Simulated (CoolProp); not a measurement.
Vapour-liquid equilibrium of CHF3 (R23) (1) + R134a (2) at 216.2 K; x and y are mole fractions of (1).

The numbers come from the multi-fluid Helmholtz-energy mixture model, Penoncello 2003 and Tillner-Roth 1994; pair parameters Bell 2016 in CoolProp.

Question: Give the bubble pressure and the first vapour's composition at x = 0.05, 0.2, 0.8. Is there an azeotrope?

Answer: x = 0.05: 0.03491 MPa, y = 0.468; x = 0.2: 0.08160 MPa, y = 0.803; x = 0.8: 0.2837 MPa, y = 0.984. No azeotrope shows between x = 0.05 and 0.95.

Pair parameters are fitted to limited data, so mixtures are less certain than the pure fluids.
